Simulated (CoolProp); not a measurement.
Vapour-liquid equilibrium of R22 (1) + ethanol (2) at 0.424 bar; x and y are mole fractions of (1).

Values from CoolProp's multi-fluid Helmholtz-energy mixture model, Kamei 1995 and Schroeder 2014; pair parameters Bell 2016.

```tsv
x	bubble temperature (°C)	y at the bubble point	dew temperature at overall composition x (°C)	liquid density (mol/L)
0.05	-0.4	0.964	56.7	17.45
0.2	?	0.999	53.0	17.98
0.35	-48.3	1.000	48.6	18.01
0.5	?	1.000	?	17.87
0.65	-54.3	1.000	36.5	17.65
0.8	?	1.000	26.4	?
0.95	?	1.000	?	16.99
```

Some entries are withheld; supply them.


- 0.2, bubble temperature (°C): -37.8
- 0.5, bubble temperature (°C): -52.6
- 0.5, dew temperature at overall composition x (°C): 43.4
- 0.8, bubble temperature (°C): -55.4
- 0.8, liquid density (mol/L): 17.34
- 0.95, bubble temperature (°C): -57.0
- 0.95, dew temperature at overall composition x (°C): 4.4

No azeotrope shows between x = 0.05 and 0.95.

The pair parameters rest on a limited set of measurements; away from them the model extrapolates. With so large a gap from Raoult's law the liquid may split in two, which this calculation doesn't test in full.
